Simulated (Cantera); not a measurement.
# Equilibrium for aluminium and copper etching: Al + HBr

Charge: 1 mol Al, 5.6 mol HBr, equilibrated at 0.470 bar.

Method: chemical equilibrium by Gibbs-energy minimisation in Cantera with the NASA 1993 tables (ideal gas, pure condensed phases). Candidate condensed phases: Al, AlBr₃, Br₂; 11 gas species. Kinetics and transport are ignored.

From 300 °C to 625 °C nothing is condensed. The main Al-bearing gas is Al₂Br₆ at 300 °C and AlBr₃ at 625 °C.

```
T (°C)  log p HBr  log p H₂  log p AlBr₃  log p Al₂Br₆  log p Br
------  ---------  --------  -----------  ------------  --------
300         -0.58     -0.82        -2.08         -1.33    -11.46
325         -0.58     -0.82        -1.88         -1.36    -10.89
350         -0.58     -0.82        -1.71         -1.40    -10.36
375         -0.59     -0.83        -1.56         -1.45     -9.88
400         -0.59     -0.83        -1.43         -1.52     -9.43
425         -0.60     -0.84        -1.32         -1.61     -9.01
450         -0.60     -0.84        -1.23         -1.73     -8.63
475         -0.61     -0.85        -1.17         -1.86     -8.26
500         -0.61     -0.85        -1.13         -2.02     -7.93
525         -0.61     -0.85        -1.10         -2.18     -7.61
550         -0.62     -0.86        -1.07         -2.36     -7.31
575         -0.62     -0.86        -1.06         -2.53     -7.02
600         -0.62     -0.86        -1.05         -2.70     -6.76
625         -0.62     -0.86        -1.05         -2.87     -6.51
```
log p: log10 of the partial pressure in bar; nothing condenses.
